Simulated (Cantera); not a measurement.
# SF6 + H2 + O2 (abatement and gas-phase synthesis)

Feed: 1 mol SF6, 5.6 mol H2, a varied amount of O2, at 773.15 K and 10.0 mbar.

Equilibrium computed with Cantera from the NASA thermochemical tables; the gas is ideal and each condensed phase is pure. Candidate condensed phases: H2O, H2SO4, S; 43 gas species. Gases not in the tables: S3 to S7. Kinetics and transport are ignored.

From 0.081 mol O2 to 8.8 mol O2 nothing is condensed.

```
n(O2) (mol)   x HF    x O2   x H2O      x H2   x H2S     x SO3     x SO2     x S2
-----------  -----  ------  ------  --------  ------  --------  --------  -------
0.081        0.698  <1e-12  0.0188     0.167   0.116    <1e-12  2.36e-11  4.76e-6
0.18         0.698  <1e-12  0.0419     0.144   0.116    <1e-12  1.82e-10  6.40e-6
0.39         0.698  <1e-12  0.0907    0.0954   0.116    <1e-12   2.95e-9  1.46e-5
0.84         0.693  <1e-12   0.194   0.00403   0.103    <1e-12  0.000158  0.00639
1.8          0.644  <1e-12   0.265  0.000352  0.0142  3.77e-11    0.0608   0.0159
4            0.547   0.124   0.237    <1e-12  <1e-12    0.0611    0.0301   <1e-12
8.8          0.382   0.389   0.166    <1e-12  <1e-12    0.0498    0.0139   <1e-12
```
x: gas mole fraction; nothing condenses.
